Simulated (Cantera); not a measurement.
Mixture: CO : H2 : CH4 : O2 : N2 = 1 : 0.57 : 0.063 : 0.569 : 2.14 (molar parts), at 500000 Pa, adiabatic and at constant volume. Ignition delay is the time to a rise of 400 K.

Computed with Cantera and GRI-Mech 3.0 (53 species, 325 reactions). Where the delays flatten at high temperature, the 400 K rule measures the pace of heat release, not the induction time.

Question: What does this change do: constant pressure in place of constant volume?

Answer: 
```json
[
 {"quantity": "delay at 1225 K", "before": "24.3 µs", "after": "26.1 µs"},
 {"quantity": "delay at 1425 K", "before": "6.44 µs", "after": "6.90 µs"},
 {"quantity": "delay at 1625 K", "before": "3.15 µs", "after": "3.44 µs"},
 {"quantity": "delay at 1825 K", "before": "1.92 µs", "after": "2.30 µs"},
 {"quantity": "delay at 2025 K", "before": "1.41 µs", "after": "1.89 µs"}
]
```

Question: What does this change do: pressure from 500000 Pa to 89000 Pa?

Answer: 
| quantity | before | after |
|---|---|---|
| delay at 1225 K | 24.3 µs | 76.4 µs |
| delay at 1425 K | 6.44 µs | 31.7 µs |
| delay at 1625 K | 3.15 µs | 18.4 µs |
| delay at 1825 K | 1.92 µs | 13.6 µs |
| delay at 2025 K | 1.41 µs | 12.8 µs |
